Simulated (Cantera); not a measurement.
An isothermal, constant-pressure homogeneous reactor starts with C₂H₆ : H₂ = 1 : 9.4 (molar parts), at 1025 K and 5.55 Torr. Integrator tolerance rtol = 1e-08.

Computed with Cantera and GRI-Mech 3.0 (53 species, 325 reactions). GRI-Mech 3.0 stops at C3 and has no aromatics, soot or wall deposition, so with more carbon than oxygen in the feed, carbon stays in small species such as C2H2 where larger ones or solid carbon would form. Radical loss at walls, strong at low pressure, is not modelled.

What does this change do: H2 9.4 to 3 parts?


```tsv
quantity	before	after
x(C₂H₆) at 1.00 s	0.0828 (gas-phase equilibrium 9.65e-6)	0.215 (gas-phase equilibrium 7.97e-5)
x(H₂) at 1.00 s	0.904 (gas-phase equilibrium 0.810)	0.755 (gas-phase equilibrium 0.537)
x(CH₄) at 1.00 s	0.00220 (gas-phase equilibrium 0.189)	0.00394 (gas-phase equilibrium 0.442)
x(C₂H₂) at 1.00 s	6.82e-6 (gas-phase equilibrium 0.000516)	1.65e-5 (gas-phase equilibrium 0.00970)
x(CH₃) at 1.00 s	3.05e-6 (gas-phase equilibrium 1.88e-7)	5.14e-6 (gas-phase equilibrium 5.40e-7)
```
